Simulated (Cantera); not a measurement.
## Formation from one mole of Cl₂

Source: NASA polynomial tables (part measured, part estimated), evaluated in Cantera. Values are per mole of reaction as written; species without (g) are pure solids or liquids, kept so even where they would boil at 1 bar.

Fe + Cl₂(g) = FeCl₂

```json
[
 {"T (K)": "473", "ΔH° (kJ)": "-338.9", "ΔS° (J/K)": "-124.7", "ΔG° (kJ)": "-279.9", "log10 K": "30.91", "condensed phases": "Fe(α), FeCl₂(s)"},
 {"T (K)": "573", "ΔH° (kJ)": "-337.4", "ΔS° (J/K)": "-121.8", "ΔG° (kJ)": "-267.6", "log10 K": "24.39", "condensed phases": "Fe(α), FeCl₂(s)"},
 {"T (K)": "673", "ΔH° (kJ)": "-336.0", "ΔS° (J/K)": "-119.5", "ΔG° (kJ)": "-255.6", "log10 K": "19.83", "condensed phases": "Fe(α), FeCl₂(s)"},
 {"T (K)": "773", "ΔH° (kJ)": "-334.6", "ΔS° (J/K)": "-117.6", "ΔG° (kJ)": "-243.7", "log10 K": "16.47", "condensed phases": "Fe(α), FeCl₂(s)"},
 {"T (K)": "873", "ΔH° (kJ)": "-333.6", "ΔS° (J/K)": "-116.4", "ΔG° (kJ)": "-232.0", "log10 K": "13.88", "condensed phases": "Fe(α), FeCl₂(s)"},
 {"T (K)": "973", "ΔH° (kJ)": "-289.8", "ΔS° (J/K)": "-70.2", "ΔG° (kJ)": "-221.4", "log10 K": "11.89", "condensed phases": "Fe(α), FeCl₂(l)"},
 {"T (K)": "1073", "ΔH° (kJ)": "-289.7", "ΔS° (J/K)": "-70.1", "ΔG° (kJ)": "-214.5", "log10 K": "10.44", "condensed phases": "Fe(α), FeCl₂(l)"},
 {"T (K)": "1173", "ΔH° (kJ)": "-287.5", "ΔS° (J/K)": "-68.1", "ΔG° (kJ)": "-207.5", "log10 K": "9.24", "condensed phases": "Fe(α), FeCl₂(l)"},
 {"T (K)": "1273", "ΔH° (kJ)": "-285.4", "ΔS° (J/K)": "-66.4", "ΔG° (kJ)": "-200.8", "log10 K": "8.24", "condensed phases": "Fe(γ), FeCl₂(l)"}
]
```

2 Cs + Cl₂(g) = 2 CsCl

```tsv
T (K)	ΔH° (kJ)	ΔS° (J/K)	ΔG° (kJ)	log10 K	condensed phases
473	-888.2	-200.8	-793.2	87.60	Cs(l), CsCl(s)
573	-886.5	-197.6	-773.3	70.49	Cs(l), CsCl(s)
673	-884.2	-193.9	-753.7	58.50	Cs(l), CsCl(s)
773	-873.8	-179.8	-734.8	49.65	Cs(l), CsCl(s)
873	-870.6	-175.9	-717.1	42.90	Cs(l), CsCl(s)
973	-834.1	-136.2	-701.6	37.66	Cs(l), CsCl(l)
1073	-828.4	-130.6	-688.3	33.50	Cs(l), CsCl(l)
1173	-823.0	-125.8	-675.4	30.08	Cs(l), CsCl(l)
1273	-817.9	-121.6	-663.1	27.21	Cs(l), CsCl(l)
```

Pb + Cl₂(g) = PbCl₂(g)

| T (K) | ΔH° (kJ) | ΔS° (J/K) | ΔG° (kJ) | log10 K | condensed phases |
|---|---|---|---|---|---|
| 473 | -175.2 | 26.4 | -187.7 | 20.72 | Pb(s) |
| 573 | -176.0 | 24.8 | -190.2 | 17.34 | Pb(s) |
| 673 | -181.8 | 15.3 | -192.1 | 14.91 | Pb(l) |
| 773 | -182.7 | 14.0 | -193.5 | 13.08 | Pb(l) |
| 873 | -183.6 | 12.9 | -194.9 | 11.66 | Pb(l) |
| 973 | -184.5 | 11.9 | -196.1 | 10.53 | Pb(l) |
| 1073 | -185.4 | 11.0 | -197.2 | 9.60 | Pb(l) |
| 1173 | -186.3 | 10.2 | -198.3 | 8.83 | Pb(l) |
| 1273 | -187.1 | 9.6 | -199.3 | 8.18 | Pb(l) |

0.6667 B + Cl₂(g) = 0.6667 BCl₃(g)

```tsv
T (K)	ΔH° (kJ)	ΔS° (J/K)	ΔG° (kJ)	log10 K
473	-268.6	-33.6	-252.8	27.91
573	-268.7	-33.6	-249.4	22.74
673	-268.7	-33.7	-246.1	19.10
773	-268.8	-33.7	-242.7	16.40
873	-268.8	-33.8	-239.3	14.32
973	-268.9	-33.9	-235.9	12.66
1073	-269.0	-34.0	-232.5	11.32
1173	-269.1	-34.1	-229.1	10.20
1273	-269.2	-34.2	-225.7	9.26
```
